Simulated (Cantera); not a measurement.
Feed: 1 mol CCl4, 1.3 mol HCl, at 2.60e-5 bar.

Cantera equilibrium calculation (NASA polynomials, part measured and part estimated; ideal gas, pure solids and liquids). Candidate condensed phases: C, C6H6, C7H8, C8H18; 91 gas species. Equilibrium is a limit: real reactors are often held back by kinetics, nucleation or transport. All values below are at 1002 °C.

Base state: Cl 0.625, HCl 0.271, Cl2 0.104 (mole fractions); condensed: C(graphite).

**Question.** What changes in the equilibrium state with this change: pressure from 2.60e-5 bar to 0.133 bar?

**Answer.** 
```json
[
 {"species": "Cl2", "before": "0.104", "after": "0.589"},
 {"species": "HCl", "before": "0.271", "after": "0.390"},
 {"species": "Cl", "before": "0.625", "after": "0.0208"},
 {"species": "CCl4", "before": "<1e-9", "after": "3.20e-5"},
 {"species": "C(graphite), mol", "before": "1.00", "after": "1.000"}
]
```

**Question.** What changes in the equilibrium state with this change: CCl4 replaced by CH3F?

**Answer.** 
```
species            before    after
----------------  -------  -------
HCl                 0.271    0.394
H2                2.83e-9    0.303
HF                      0    0.303
Cl                  0.625  8.78e-5
Cl2                 0.104  2.05e-9
H                 7.69e-9  7.96e-5
C(graphite), mol     1.00    1.000
```
